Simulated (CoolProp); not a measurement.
Vapour-liquid equilibrium of R22 (1) + R142b (2) at 0.3 MPa; x and y are mole fractions of (1).

The numbers come from the multi-fluid Helmholtz-energy mixture model, Kamei 1995 and Lemmon 2006; pair parameters Bell 2016 in CoolProp.

```
x      bubble temperature, mixture model (K)  bubble temperature, Raoult's law (K)  y, mixture model  y, Raoult's law
-----  -------------------------------------  ------------------------------------  ----------------  ---------------
0.05                                   291.4                                 291.1             0.127            0.143
0.125                                  287.5                                 286.8             0.285            0.316
0.2                                    283.9                                 282.9             0.413            0.451
0.275                                  280.7                                 279.5             0.519            0.559
0.35                                   277.8                                 276.5             0.609            0.646
0.425                                  275.1                                 273.7             0.685            0.717
0.5                                    272.5                                 271.1             0.750            0.777
0.575                                  270.0                                 268.8             0.807            0.826
0.65                                   267.7                                 266.7             0.855            0.869
0.725                                  265.5                                 264.7             0.897            0.905
0.8                                    263.4                                 262.8             0.932            0.936
0.875                                  261.5                                 261.1             0.962            0.963
0.95                                   259.6                                 259.5             0.986            0.986
```

The largest gap from Raoult's law is +1.4 K in bubble temperature, at x = 0.425. No azeotrope shows between x = 0.05 and 0.95.

Pair parameters are fitted to limited data, so mixtures are less certain than the pure fluids.
